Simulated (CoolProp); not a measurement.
A single-stage vapour-compression cycle with R134a: evaporating at 213.15 K (dew point), condensing at 252.15 K (bubble point), superheat 5 K, subcooling 2 K, compressor efficiency 0.65, no pressure losses. Each further row changes one setting.

The numbers come from the reference Helmholtz-energy equation of state, Tillner-Roth 1994 in CoolProp.

```json
[
 {"case": "as stated", "cooling COP": "3.10", "pressure ratio": "7.99", "discharge temperature (K)": "302.4", "refrigerating effect (kJ/kg)": "195", "volumetric capacity (kJ/m³)": "176"},
 {"case": "evaporating temperature 218.15 K", "cooling COP": "___", "pressure ratio": "5.82", "discharge temperature (K)": "___", "refrigerating effect (kJ/kg)": "198", "volumetric capacity (kJ/m³)": "241"},
 {"case": "condensing temperature 247.15 K", "cooling COP": "3.63", "pressure ratio": "6.39", "discharge temperature (K)": "293.2", "refrigerating effect (kJ/kg)": "201", "volumetric capacity (kJ/m³)": "182"},
 {"case": "subcooling 7 K", "cooling COP": "3.20", "pressure ratio": "7.99", "discharge temperature (K)": "302.4", "refrigerating effect (kJ/kg)": "201", "volumetric capacity (kJ/m³)": "182"},
 {"case": "superheat 15 K", "cooling COP": "___", "pressure ratio": "7.99", "discharge temperature (K)": "___", "refrigerating effect (kJ/kg)": "___", "volumetric capacity (kJ/m³)": "___"},
 {"case": "compressor efficiency 0.55", "cooling COP": "2.62", "pressure ratio": "7.99", "discharge temperature (K)": "315.6", "refrigerating effect (kJ/kg)": "195", "volumetric capacity (kJ/m³)": "176"}
]
```

Q: What belongs in the gaps?

A: 
- evaporating temperature 218.15 K, cooling COP: 3.71
- evaporating temperature 218.15 K, discharge temperature (K): 295.1
- superheat 15 K, cooling COP: 3.07
- superheat 15 K, discharge temperature (K): 313.8
- superheat 15 K, refrigerating effect (kJ/kg): 202
- superheat 15 K, volumetric capacity (kJ/m³): 174
